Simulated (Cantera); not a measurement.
Input: 1 mol Al, 4.8 mol HCl, 2.9 mol N2, 26 mol N2O, at 0.420 bar.

Equilibrium computed with Cantera from the NASA thermochemical tables; the gas is ideal and each condensed phase is pure. Candidate condensed phases: Al, AlCl3, AlN, Al2O3, H2O, NH4Cl; 45 gas species. Equilibrium is a limit: real reactors are often held back by kinetics, nucleation or transport.

Task: At 1800 K, list the 7 most abundant gas species with their mole fractions, and the condensed phases.

Result: N2 0.624, O2 0.256, HCl 0.0774, Cl 0.0223, H2O 0.0131, NO 0.00409, Cl2 0.00209. Condensed: Al2O3(s).
